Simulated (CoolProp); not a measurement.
o-xylene along the isotherm 346.85 °C: density (kg/m³) from the reference equation and from simpler models built on Tc = 357.1 °C, pc = 3.737 MPa, ω = 0.312; each cubic takes its own stable root.

Computed with CoolProp (reference Helmholtz-energy equation of state, Zhou 2012).

```tsv
p (MPa)	phase	reference
0.0177	gas	0.3652
0.0336	gas	0.6945
0.0637	gas	1.321
0.121	gas	2.524
0.229	gas	4.835
0.434	gas	9.380
0.823	gas	18.66
1.56	gas	39.45
2.96	gas	109.4
5.61	liquid	510.8
```

Q: How far does each simpler model (van der Waals, Soave-Redlich-Kwong, Peng-Robinson) lie from the reference over these 10 states: mean and median of the absolute difference, and the worst?

A: 
- van der Waals: mean 5.8 %, median 0.8 %, worst -34.1 % at 346.85 °C and 5.61 MPa
- Soave-Redlich-Kwong: mean 2.9 %, median 0.3 %, worst -17.5 % at 346.85 °C and 5.61 MPa
- Peng-Robinson: mean 1.1 %, median 0.0 %, worst -8.0 % at 346.85 °C and 5.61 MPa
